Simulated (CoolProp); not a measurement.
Saturation properties of hydrogen sulfide.

Model: reference Helmholtz-energy equation of state, Lemmon 2006, in CoolProp. It is a short technical equation, of lower accuracy than the large ones.

```tsv
T (°C)	p (kPa)	vapour density (kg/m³)	liquid cp (kJ/(kg K))	surface tension (mN/m)
-12.85	694.3	11.98	2.051	18.5
-10.05	759.6	13.05	2.059	18.0
-7.25	829.5	14.19	2.068	17.4
-4.35	906.7	15.45	2.078	16.9
-1.55	986.3	16.75	2.089	16.3
1.35	1074	18.18	2.101	15.8
4.15	1164	19.65	2.114	15.2
6.95	1259	21.22	2.127	14.7
9.85	1364	22.94	2.143	14.1
12.65	1471	24.71	2.159	13.6
15.55	1588	26.65	2.177	13.1
18.35	1708	28.65	2.195	12.5
21.25	1838	30.85	2.216	12.0
24.05	1971	33.10	2.238	11.5
26.85	2110	35.48	2.262	11.0
```

It boils at -60.3 °C under 1 atm.

Surface tension comes from a separate correlation (Mulero 2012).
